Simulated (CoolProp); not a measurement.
A simple Rankine cycle with R245fa: condensing at 325.15 K, boiler at 2.42 MPa, turbine inlet 419.7 K, turbine efficiency 0.75, pump efficiency 0.6, no recuperator. Each further row changes one setting.

Computed with CoolProp (reference Helmholtz-energy equation of state, Akasaka 2015).

```csv
case,thermal efficiency (%),net work (kJ/kg),heat in (kJ/kg),turbine exit temperature (K),volume ratio over the turbine
as stated,10.6,25.6,241,___,___
turbine inlet 439.7 K,10.6,___,270,390.1,7.33
condensing temperature 317.15 K,11.6,29.4,252,___,10.1
boiler pressure 1.69 MPa,9.1,23.2,255,381.5,4.93
turbine efficiency 0.65,9.0,21.8,241,369.6,7.96
```

### Question
What belongs in the gaps?

### Answer

- as stated, turbine exit temperature (K): 365.9
- as stated, volume ratio over the turbine: 7.86
- turbine inlet 439.7 K, net work (kJ/kg): 28.6
- condensing temperature 317.15 K, turbine exit temperature (K): 360.9
